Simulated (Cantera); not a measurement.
Cantera with NASA thermochemical tables; ideal gases at 1 bar, condensed phases pure. Values are per mole of reaction as written; species without (g) are pure solids or liquids, kept so even where they would boil at 1 bar.

Question: Between 673 and 1123 K, where is each reaction favourable under standard conditions?
- 3 H2(g) + 2 AlI3(g) → 6 HI(g) + 2 Al

Answer: 
- 3 H2(g) + 2 AlI3(g) → 6 HI(g) + 2 Al: ΔG° is 442 kJ at 673 K and 374 kJ at 1123 K; it stays positive (K < 1). ΔH° is 562 kJ and ΔS° 167 J/K at 1123 K.
